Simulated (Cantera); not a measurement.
An isothermal, constant-pressure homogeneous reactor starts with N2O : H2O = 1 : 0.017 (molar parts), at 1575 K and 520 Pa.

Model: GRI-Mech 3.0 (53 species, 325 reactions), integrated in Cantera. GRI-Mech 3.0 was tuned for natural gas; its chemistry of N2O as a main component is partial and can be far from experiment. Radical loss at walls, strong at low pressure, is not modelled. The temperature is held fixed by assumption; the heat of reaction is taken as removed at once.

Task: Predict: x(N2O) at 100 s; x(H2O) at 100 s; x(OH) at 100 s; x(H) at 100 s; x(NO) at 100 s; x(HO2) at 100 s.

Result: 
* **x(N2O) at 100 s**: 5.17e-6 (gas-phase equilibrium 7.89e-9)
* **x(H2O) at 100 s**: 0.0111 (gas-phase equilibrium 0.0111)
* **x(OH) at 100 s**: 0.000191 (gas-phase equilibrium 0.000203)
* **x(H) at 100 s**: 7.34e-7 (gas-phase equilibrium 6.69e-7)
* **x(NO) at 100 s**: 0.161 (gas-phase equilibrium 0.00199)
* **x(HO2) at 100 s**: 3.27e-8 (gas-phase equilibrium 4.04e-8)
